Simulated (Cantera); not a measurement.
What does this Cantera script print?

```python
import numpy as np
import cantera as ct

gas = ct.Solution("SiF4_NH3_mec.yaml", "gas")
gas.TPX = 2350, 5200, {'NH3': 1, 'H2': 1.2}
inlet = ct.Reservoir(gas, clone=True)

reactor = ct.IdealGasConstPressureReactor(gas, energy="off", clone=False)
exhaust = ct.Reservoir(gas, clone=True)
tau = [7.6, 1.7, 0.36, 0.08, 0.017, 0.0038, 0.00084, 0.00018][0]
for a, b in ((inlet, reactor), (reactor, exhaust)):
    ct.MassFlowController(a, b, mdot=lambda t: reactor.mass / tau)
net = ct.ReactorNet([reactor])
show = ['NH3', 'H2', 'N2H2', 'N2H4', 'NH2', 'H', 'NH']

rows = []
print(f"{'tau/s':>10s}{'T/K':>9s}" + "".join(f"{s:>11s}" for s in show))
for tau in [7.6, 1.7, 0.36, 0.08, 0.017, 0.0038, 0.00084, 0.00018]:
    net.initial_time = 0.0
    net.advance(30 * tau)
    before = gas.X
    net.advance(40 * tau)
    drift = np.max(np.abs(gas.X - before) / (gas.X + 1e-9))
    rows.append([gas.T, *gas[show].X, drift])
    print(f"{tau:10.3e}{gas.T:9.1f}" + "".join(f"{x:11.3e}" for x in gas[show].X))
```

Result:

```
     tau/s      T/K        NH3         H2       N2H2       N2H4        NH2          H         NH
 7.600e+00   2350.0  8.506e-05  8.033e-01  2.723e-09  4.683e-13  1.477e-05  4.377e-02  1.653e-05
 1.700e+00   2350.0  6.484e-04  8.216e-01  3.001e-08  7.563e-12  5.913e-05  2.351e-02  3.459e-05
 3.600e-01   2350.0  2.089e-02  8.251e-01  4.527e-07  3.656e-10  4.095e-04  5.062e-03  5.061e-05
 8.000e-02   2350.0  9.721e-02  7.767e-01  2.105e-06  2.634e-09  1.099e-03  2.749e-03  7.581e-05
 1.700e-02   2350.0  2.588e-01  6.710e-01  6.335e-06  9.807e-09  2.119e-03  1.725e-03  1.003e-04
 3.800e-03   2350.0  3.904e-01  5.847e-01  9.883e-06  1.646e-08  2.745e-03  1.294e-03  1.068e-04
 8.400e-04   2350.0  4.402e-01  5.524e-01  8.421e-06  1.530e-08  2.646e-03  1.045e-03  8.784e-05
 1.800e-04   2350.0  4.521e-01  5.457e-01  1.750e-06  4.645e-09  1.459e-03  5.537e-04  2.741e-05
```

Detailed kinetics in Cantera: the gas-phase N/H chemistry of the illustrative SiF4/NH3 mechanism in the Surface Chemkin manual (1991). Walls and surfaces, which speed up NH3 decomposition in real reactors, are not modelled.
